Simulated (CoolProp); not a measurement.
Vapour-liquid equilibrium of R134a (1) + R236FA (2) at -15.35 °C; x and y are mole fractions of (1).

The numbers come from the multi-fluid Helmholtz-energy mixture model, Tillner-Roth 1994 and Pan 2012; pair parameters Bell 2016 in CoolProp.

```csv
x,bubble pressure (bar),y at the bubble point,dew pressure at overall composition x (bar),liquid density (mol/L)
0.05,0.5995,(withheld),0.5668,(withheld)
0.15,0.7026,0.331,(withheld),10.20
0.25,0.8060,0.482,0.6573,10.48
0.35,0.9102,0.600,0.7142,10.78
0.45,1.015,0.695,(withheld),11.10
0.55,(withheld),0.773,0.8629,11.43
0.65,(withheld),0.838,0.9627,11.78
0.75,1.339,0.894,(withheld),12.15
0.85,1.449,0.941,1.251,12.54
0.95,1.560,0.982,1.472,12.96
```

Some entries are withheld; supply them.


- 0.05, y at the bubble point: 0.129
- 0.05, liquid density (mol/L): 9.922
- 0.15, dew pressure at overall composition x (bar): 0.6088
- 0.45, dew pressure at overall composition x (bar): 0.7816
- 0.55, bubble pressure (bar): 1.122
- 0.65, bubble pressure (bar): 1.230
- 0.75, dew pressure at overall composition x (bar): 1.088

No azeotrope shows between x = 0.05 and 0.95.

The pair parameters rest on a limited set of measurements; away from them the model extrapolates.
